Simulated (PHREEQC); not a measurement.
Dissolve 0.014 mol/kgw HF, 0.00066 mol/kgw H2SiF6, 0.28 mol/kgw H3BO3 and 0.00022 mol/kgw HNO3 at 25 °C. Closed to the air; pH follows from the charge balance.

The numbers come from PHREEQC with the ion-association model, phreeqc.dat.

```json
[
 {"quantity": "pH", "before": "2.29", "after": "2.44"},
 {"quantity": "ionic strength (mol/kgw)", "before": "0.00545", "after": "0.00457"},
 {"quantity": "HF (mol/kgw)", "before": "0.00106", "after": "0.0115"},
 {"quantity": "F- (mol/kgw)", "before": "0.000151", "after": "0.00227"},
 {"quantity": "HF2- (mol/kgw)", "before": "6.11e-7", "after": "0.000100"}
]
```

### Question
Name the change that produced these shifts.
A) diluted 10-fold with water
B) H3BO3 left out
C) H2SiF6 replaced by LiF at the same molality
D) 0.033 mol/kgw NaF added
E) temperature from 25 to 65 °C

### Answer
B, H3BO3 left out

Precipitation was switched off in this run. Some of these states are supersaturated (in Quartz (slow to form), Chalcedony (slow to form), for instance). SiF6-2 is the database's only silicon fluoride. Real BF4- forms and hydrolyses slowly; the run takes it at equilibrium.
